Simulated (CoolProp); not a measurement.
Vapour-liquid equilibrium of cyclohexane (1) + n-octane (2) at 117 kPa; x and y are mole fractions of (1).

Values from CoolProp's multi-fluid Helmholtz-energy mixture model, Zhou 2014 and Beckmüller 2019; pair parameters Bell 2016.

```json
[
 {"x": "0.05", "bubble temperature (K)": "400.4", "y at the bubble point": "0.134", "dew temperature at overall composition x (K)": "___", "liquid density (mol/L)": "5.428"},
 {"x": "0.2", "bubble temperature (K)": "___", "y at the bubble point": "0.440", "dew temperature at overall composition x (K)": "398.5", "liquid density (mol/L)": "5.809"},
 {"x": "0.35", "bubble temperature (K)": "___", "y at the bubble point": "___", "dew temperature at overall composition x (K)": "___", "liquid density (mol/L)": "6.215"},
 {"x": "0.5", "bubble temperature (K)": "___", "y at the bubble point": "0.776", "dew temperature at overall composition x (K)": "388.3", "liquid density (mol/L)": "6.655"},
 {"x": "0.65", "bubble temperature (K)": "369.5", "y at the bubble point": "0.869", "dew temperature at overall composition x (K)": "381.9", "liquid density (mol/L)": "7.136"},
 {"x": "0.8", "bubble temperature (K)": "364.4", "y at the bubble point": "___", "dew temperature at overall composition x (K)": "373.9", "liquid density (mol/L)": "7.671"},
 {"x": "0.95", "bubble temperature (K)": "360.1", "y at the bubble point": "0.986", "dew temperature at overall composition x (K)": "363.3", "liquid density (mol/L)": "8.272"}
]
```

**Question.** Complete the blanks.

**Answer.** 
- 0.05, dew temperature at overall composition x (K): 402.7
- 0.2, bubble temperature (K): 390.6
- 0.35, bubble temperature (K): 382.3
- 0.35, y at the bubble point: 0.642
- 0.35, dew temperature at overall composition x (K): 393.7
- 0.5, bubble temperature (K): 375.3
- 0.8, y at the bubble point: 0.936

No azeotrope shows between x = 0.05 and 0.95.

Pair parameters are fitted to limited data, so mixtures are less certain than the pure fluids.
